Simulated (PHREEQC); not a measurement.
Solution (25 °C): 0.14 mol KOH, 0.0032 mol H3BO3 and 0.029 mol K2CO3 per kg of water. Closed to the air; pH follows from the charge balance.

Equilibrium calculation in PHREEQC: ion-association model, wateq4f.dat.

Precipitation was switched off in this run.

Problem. What pH does the model give?

Solution. pH 12.98.

Complexes and solids missing from the database can't appear.
